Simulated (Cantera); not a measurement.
Feed: 1 mol SiH₂Cl₂, 7.8 mol H₂, held at 13.3 mbar.

Cantera equilibrium calculation (NASA polynomials, part measured and part estimated; ideal gas, pure solids and liquids). Candidate condensed phases: Si; 19 gas species. The tables' values for SiCl₃, SiCl are old estimates; treat these amounts as uncertain. The numbers say what is thermodynamically allowed, not how fast it happens. All values below are at 1575 K.

Base state: H₂ 0.844, HCl 0.108, SiCl₂ 0.0465, SiCl₃ 0.000991, H 0.000331, SiHCl₃ 5.78e-5, SiCl₄ 5.52e-5, Cl 3.35e-5 (mole fractions); condensed: Si(s).

What changes in the equilibrium state with this change: SiH₂Cl₂ replaced by Si₂Cl₆?


```
species       before     after
----------  --------  --------
H₂             0.844     0.635
HCl            0.108     0.181
SiCl₂         0.0465     0.175
SiCl₄        5.52e-5  0.000785
SiCl₃       0.000991   0.00725
SiHCl₃       5.78e-5  0.000367
Si(s), mol     0.533    0.0233
```
The feed counts by its element totals alone.

What changes in the equilibrium state with this change: H₂ from 7.8 to 160 mol?


```json
[
 {"species": "H₂", "before": "0.844", "after": "0.988"},
 {"species": "HCl", "before": "0.108", "after": "0.0114"},
 {"species": "SiCl₂", "before": "0.0465", "after": "0.000449"},
 {"species": "SiCl₄", "before": "5.52e-5", "after": "5.14e-9"},
 {"species": "SiCl₃", "before": "0.000991", "after": "9.39e-7"},
 {"species": "SiHCl₃", "before": "5.78e-5", "after": "5.92e-8"},
 {"species": "Si(s), mol", "before": "0.533", "after": "0.925"}
]
```
